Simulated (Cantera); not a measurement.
## Ignition delay

Mixture: 31.0 % CO, 8.37 % H₂, 3.72 % CH₄, 13.2 % O₂, 43.7 % N₂, at 2630 Torr, adiabatic and at constant volume. Ignition delay is the time to a rise of 400 K.

Model: GRI-Mech 3.0 (53 species, 325 reactions), integrated in Cantera.

```tsv
T0 (K)	delay (ms)
1300	0.0581
1400	0.0306
1500	0.0180
1600	0.0116
1700	0.00798
1800	0.00576
```

```
Property                                               Result
--------------------------------------------------  ---------
apparent activation energy between 1600 and 1800 K  84 kJ/mol
```
